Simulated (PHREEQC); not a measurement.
**Leach liquor**

Make-up at 80 °C: 94 mmol/kgw H2SO4, 0.39 mmol/kgw CuSO4 and 94 mmol/kgw MgSO4. It is in equilibrium with CO2 at log p = -2 (atm). Otherwise closed; pH follows from the charge balance.

Model: ion-association model, phreeqc.dat, run in PHREEQC.

Precipitation was switched off in this run.

Task: Predict the pH, ionic strength, density.

Result: pH 1.30; ionic strength 0.227 mol/kgw; density 0.987 g/cm³.

Task: In which forms is S present?

Result: HSO4- 66 %, MgSO4 25 %, SO4-2 9.7 % of the S.

Complexes and solids missing from the database can't appear. Away from 25 °C the constants follow the database's enthalpies or fits; those with neither stay at their 25 °C values.
